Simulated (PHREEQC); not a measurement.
Solution (66 °C): 0.0088 mol/kgw Cu(BF4)2, 0.043 mol/kgw HCl and 0.018 mol/kgw Na2SO4. Closed to the air; pH follows from the charge balance.

The numbers come from PHREEQC with the ion-association model, phreeqc.dat.

pH: 1.65
ionic strength: 0.0876 mol/kgw
density: 0.985 g/cm³
total alkalinity: -95.8 meq/kg

```csv
species,molality,activity,log γ
Cl-,0.0414,0.0315,-0.119
Na+,0.0357,0.0277,-0.109
H+,0.0274,0.0225,-0.086
HF,0.0152,0.0155,0.009
BF4-,0.0131,0.0101,-0.112
HSO4-,0.0123,0.00953,-0.112
Cu+2,0.00621,0.00242,-0.410
SO4-2,0.00435,0.00157,-0.441
```

This is a speciation only: nothing precipitates in the calculation. Complexes and solids missing from the database can't appear. Constants without temperature data keep their 25 °C values here. Real BF4- forms and hydrolyses slowly; the run takes it at equilibrium.
